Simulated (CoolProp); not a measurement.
Saturation properties of CF4 (R14) (Tc = 227.4 K, pc = 3762 kPa, ω = 0.178).

Model: reference Helmholtz-energy equation of state, Platzer 1990, in CoolProp. This equation is an older, rougher fit; its heat capacities, sound speeds and derivatives of the liquid may be far off and weren't checked against measurements.

```tsv
T (K)	p (kPa)	surface tension (mN/m)	liquid viscosity (µPa s)	vapour viscosity (µPa s)
152	160.6	10.8	207	9.22
154.7	189.9	10.3	197	9.41
157.4	223.2	9.83	189	9.61
160.1	260.8	9.36	181	9.82
162.8	303.0	8.90	173	10.0
165.5	350.1	8.44	166	10.2
168.2	402.5	7.99	159	10.5
170.9	460.6	7.54	153	10.7
173.7	527.2	(withheld)	146	10.9
176.4	597.9	6.64	140	11.2
179.1	675.5	6.21	(withheld)	(withheld)
181.8	760.3	5.78	130	11.7
184.5	852.7	5.36	124	11.9
```

Question: Fill in the missing entries.

Answer: 
- 173.7, surface tension (mN/m): 7.08
- 179.1, liquid viscosity (µPa s): 135
- 179.1, vapour viscosity (µPa s): 11.4

It boils at 145.1 K under 1 atm.

Viscosity comes from a separate model (Huber 2003), an estimate that may be off by 10 % or more. Surface tension comes from a separate correlation (Mulero 2012).
